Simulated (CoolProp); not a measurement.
Computed with CoolProp (reference Helmholtz-energy equation of state, Gao 2016).

Q: Give the vapour pressure (MPa), liquid density (kg/m³), liquid cp (kJ/(kg K)) of saturated sulfur dioxide at 361.6 K.

A: 
| T (K) | p (MPa) | liquid density (kg/m³) | liquid cp (kJ/(kg K)) |
|---|---|---|---|
| 361.6 | 2.18 | 1160 | 1.61 |
